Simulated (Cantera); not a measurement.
Cantera run, input and output.

```python
import numpy as np
import cantera as ct

gas = ct.Solution("gri30.yaml")
gas.TPX = 350, 300000, {'C2H6': 1, 'O2': 3.5, 'N2': 18, 'CO2': 5.1}
inlet = ct.Reservoir(gas, clone=True)
gas.equilibrate("HP")  # start burning
reactor = ct.IdealGasConstPressureReactor(gas, energy="on", clone=False)
exhaust = ct.Reservoir(gas, clone=True)
tau = [0.21, 0.086, 0.035, 0.014, 0.0057, 0.0023, 0.00093, 0.00038, 0.00015, 6.2e-05, 2.5e-05][0]
for a, b in ((inlet, reactor), (reactor, exhaust)):
    ct.MassFlowController(a, b, mdot=lambda t: reactor.mass / tau)
net = ct.ReactorNet([reactor])
show = ['C2H6', 'O2', 'CO2', 'NO', 'CH2', 'HO2', 'H2']

rows = []
print(f"{'tau/s':>10s}{'T/K':>9s}" + "".join(f"{s:>11s}" for s in show))
for tau in [0.21, 0.086, 0.035, 0.014, 0.0057, 0.0023, 0.00093, 0.00038, 0.00015, 6.2e-05, 2.5e-05]:
    net.initial_time = 0.0
    net.advance(30 * tau)
    before = gas.X
    net.advance(40 * tau)
    drift = np.max(np.abs(gas.X - before) / (gas.X + 1e-9))
    rows.append([gas.T, *gas[show].X, drift])
    print(f"{tau:10.3e}{gas.T:9.1f}" + "".join(f"{x:11.3e}" for x in gas[show].X))
```

Result:

```
     tau/s      T/K       C2H6         O2        CO2         NO        CH2        HO2         H2
 2.100e-01   1635.6  1.118e-06  2.277e-03  2.479e-01  1.334e-05  2.799e-08  8.607e-07  5.389e-04
 8.600e-02   1625.5  2.135e-06  2.990e-03  2.465e-01  1.358e-05  6.228e-08  1.494e-06  7.064e-04
 3.500e-02   1612.2  4.106e-06  3.928e-03  2.446e-01  1.387e-05  1.372e-07  2.534e-06  9.253e-04
 1.400e-02   1594.4  8.160e-06  5.183e-03  2.421e-01  1.395e-05  2.978e-07  4.227e-06  1.212e-03
 5.700e-03   1571.1  1.691e-05  6.860e-03  2.388e-01  1.297e-05  6.146e-07  6.931e-06  1.575e-03
 2.300e-03   1534.8  4.175e-05  9.615e-03  2.337e-01  9.333e-06  1.233e-06  1.230e-05  2.104e-03
 9.300e-04    350.0  3.623e-02  1.268e-01  1.848e-01 -2.157e-22  1.693e-34 -1.189e-19 -5.050e-17
 3.800e-04    350.0  3.623e-02  1.268e-01  1.848e-01 -4.030e-25 -8.841e-37 -2.223e-22 -9.436e-20
 1.500e-04    350.0  3.623e-02  1.268e-01  1.848e-01 -2.545e-26 -4.991e-42 -1.404e-23 -5.960e-21
 6.200e-05    350.0  3.623e-02  1.268e-01  1.848e-01 -1.608e-27 -1.223e-46 -8.868e-25 -3.765e-22
 2.500e-05    350.0  3.623e-02  1.268e-01  1.848e-01 -1.016e-28 -1.115e-50 -5.602e-26 -2.378e-23
```

Detailed kinetics in Cantera: GRI-Mech 3.0 (53 species, 325 reactions).
